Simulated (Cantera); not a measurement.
A perfectly stirred reactor is fed with CH₄ : H₂ = 0.021 : 1 (molar parts), at 2670 Pa; it is held at 2050 K, and followed from long to short residence time.

Detailed kinetics in Cantera: GRI-Mech 3.0 (53 species, 325 reactions). GRI-Mech 3.0 stops at C3 and has no aromatics, soot or wall deposition, so with more carbon than oxygen in the feed, carbon stays in small species such as C2H2 where larger ones or solid carbon would form. Radical loss at walls, strong at low pressure, is not modelled.

```tsv
quantity	before	after
x(CH₄) at τ = 11.0 s	0.000247	0.00312
x(H₂) at τ = 11.0 s	0.977	0.987
x(C₂H₆) at τ = 11.0 s	8.09e-10	4.64e-8
x(C₂H₄) at τ = 11.0 s	1.39e-6	8.60e-6
x(CH₂) at τ = 11.0 s	1.19e-6	1.29e-7
x(CH₄) at τ = 0.260 s	0.00227	0.0142
x(H₂) at τ = 0.260 s	0.979	0.981
x(C₂H₆) at τ = 0.260 s	5.06e-8	7.61e-7
x(C₂H₄) at τ = 0.260 s	4.19e-6	2.26e-5
x(CH₂) at τ = 0.260 s	5.68e-6	3.90e-7
```

### Question
Which change was made?
(A) H2 1 to 0.11 parts
(B) pressure from 2670 Pa to 1000 Pa
(C) temperature 2050 to 1750 K
(D) temperature 2050 to 1525 K

### Answer
C, temperature 2050 to 1750 K
